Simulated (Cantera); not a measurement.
Charge: 1 mol SiH₂Cl₂, 0.23 mol NH₃, 0.8 mol H₂, equilibrated at 1900 K and 100000 Pa.

Cantera equilibrium calculation (NASA polynomials, part measured and part estimated; ideal gas, pure solids and liquids). Candidate condensed phases: NH₄Cl, Si, Si₃N₄; 28 gas species. The tables' values for SiCl₃, SiCl are old estimates; treat these amounts as uncertain. Gases not in the tables: Si₂H₆ and higher silanes. The numbers say what is thermodynamically allowed, not how fast it happens.

Base state: H₂ 0.566, HCl 0.195, SiCl₂ 0.182, N₂ 0.0357, SiCl₃ 0.0158, SiCl₄ 0.00184, SiHCl₃ 0.00169, H 0.000597 (mole fractions); condensed: Si(l).

**Question.** What changes in the equilibrium state with this change: temperature from 1900 K to 725 K?

**Answer.** 
```csv
species,before,after
H₂,0.566,0.787
SiCl₄,0.00184,0.136
SiHCl₃,0.00169,0.0731
HCl,0.195,0.000453
SiCl₂,0.182,2.06e-7
N₂,0.0357,<1e-9
SiCl₃,0.0158,1.07e-5
H,0.000597,<1e-9
SiCl,0.000161,<1e-9
"Si(l), mol",0.349,0
"Si(s), mol",0,0.277
"Si₃N₄(s), mol",0,0.0575
```
The tables' values for SiCl₃ are old estimates; treat these amounts as uncertain.

**Question.** What changes in the equilibrium state with this change: H₂ from 0.8 to 67 mol?

**Answer.** 
```tsv
species	before	after
H₂	0.566	0.971
HCl	0.195	0.0252
SiCl₂	0.182	0.00176
SiCl₃	0.0158	1.50e-5
N₂	0.0357	0.00165
SiCl₄	0.00184	1.72e-7
SiHCl₃	0.00169	2.11e-6
Si(l), mol	0.349	0.869
```
The tables' values for SiCl, SiCl₃ are old estimates; treat these amounts as uncertain.
